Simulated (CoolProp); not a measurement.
Aqueous calcium chloride as a coolant, at 12 °C, 1 atm.

The numbers come from the Melinder's fits for secondary coolants in CoolProp.

```csv
mass %,freezing point (°C),viscosity (mPa s),density (kg/m³),cp (kJ/(kg K)),Prandtl number
4.5,-2.1,1.37,1036,3.908,9.25
7,-3.6,1.46,1059,3.762,9.50
9.6,-5.5,1.56,1083,3.614,9.83
12.1,-7.8,1.69,1107,3.477,10.2
14.7,-10.7,1.85,1131,3.340,10.8
17.2,-13.9,2.04,1155,3.216,11.6
19.8,-17.9,2.29,1181,3.099,12.6
22.3,-22.6,2.59,1205,2.999,13.8
24.9,-28.8,2.98,1232,2.907,15.5
```
